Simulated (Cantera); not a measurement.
**Si + HCl + H2 (chlorosilane synthesis and conversion)**

Feed: 1 mol Si, 1 mol HCl, 6.2 mol H2, held at 0.490 bar.

Method: chemical equilibrium by Gibbs-energy minimisation in Cantera with the NASA 1993 tables (ideal gas, pure condensed phases). Candidate condensed phases: Si; 19 gas species. The tables' values for SiCl3, SiCl are old estimates; treat these amounts as uncertain. Gases not in the tables: Si2H6 and higher silanes. Kinetics and transport are ignored.

| T (K) | log p H2 | log p HCl | log p SiCl2 | log p SiCl4 | log p SiHCl3 | log p SiCl3 | log p SiH2Cl2 | log p H | n Si(s) |
|---|---|---|---|---|---|---|---|---|---|
| 700 | -0.33 | -3.91 | -7.65 | -1.96 | -2.06 | -6.06 | -3.35 | <-12 | 0.717 |
| 775 | -0.33 | -3.40 | -6.49 | -1.96 | -2.08 | -5.30 | -3.31 | -12.17 | 0.718 |
| 850 | -0.33 | -2.97 | -5.54 | -1.96 | -2.09 | -4.67 | -3.28 | -10.85 | 0.721 |
| 925 | -0.33 | -2.62 | -4.75 | -1.96 | -2.11 | -4.16 | -3.26 | -9.75 | 0.727 |
| 1000 | -0.33 | -2.33 | -4.09 | -1.98 | -2.13 | -3.73 | -3.26 | -8.81 | 0.735 |
| 1075 | -0.33 | -2.08 | -3.54 | -2.01 | -2.17 | -3.37 | -3.26 | -8.00 | 0.748 |
| 1150 | -0.34 | -1.88 | -3.07 | -2.07 | -2.23 | -3.09 | -3.28 | -7.30 | 0.764 |
| 1225 | -0.34 | -1.71 | -2.69 | -2.18 | -2.31 | -2.88 | -3.33 | -6.68 | 0.780 |
| 1300 | -0.35 | -1.58 | -2.39 | -2.34 | -2.45 | -2.75 | -3.41 | -6.13 | 0.793 |
| 1375 | -0.35 | -1.49 | -2.18 | -2.59 | -2.64 | -2.71 | -3.53 | -5.64 | 0.800 |
| 1450 | -0.36 | -1.44 | -2.04 | -2.92 | -2.90 | -2.76 | -3.69 | -5.20 | 0.803 |
| 1525 | -0.36 | -1.42 | -1.96 | -3.31 | -3.20 | -2.87 | -3.88 | -4.81 | 0.802 |
| 1600 | -0.36 | -1.41 | -1.92 | -3.71 | -3.50 | -3.01 | -4.07 | -4.44 | 0.799 |
| 1675 | -0.36 | -1.40 | -1.89 | -4.10 | -3.80 | -3.16 | -4.26 | -4.12 | 0.797 |
log p: log10 of the partial pressure in bar; n: condensed amount in mol.

From 700 K to 1675 K the condensed part is Si(s). The main Si-bearing gas is SiCl4 at 700 K and SiCl2 at 1675 K. The share of Si in condensed phases is highest at 1450 K (80.3 %) and lowest at 700 K (71.7 %).
